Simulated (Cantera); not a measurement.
An isothermal, constant-pressure homogeneous reactor starts with 84.0 % CH4, 16.0 % H2O, at 1225 K and 750 Torr.

Cantera simulation using GRI-Mech 3.0 (53 species, 325 reactions); the numbers are that mechanism's predictions, not measurements. GRI-Mech 3.0 stops at C3 and has no aromatics, soot or wall deposition, so with more carbon than oxygen in the feed, carbon stays in small species such as C2H2 where larger ones or solid carbon would form.

Task: Predict: x(CH4) at 40.0 s; x(H2O) at 40.0 s; x(C2H6) at 40.0 s; x(H) at 40.0 s.

Result: 
- x(CH4) at 40.0 s = 0.772 (gas-phase equilibrium 0.475)
- x(H2O) at 40.0 s = 0.154 (gas-phase equilibrium 3.76e-6)
- x(C2H6) at 40.0 s = 0.000355 (gas-phase equilibrium 0.000516)
- x(H) at 40.0 s = 1.67e-8 (gas-phase equilibrium 1.96e-7)
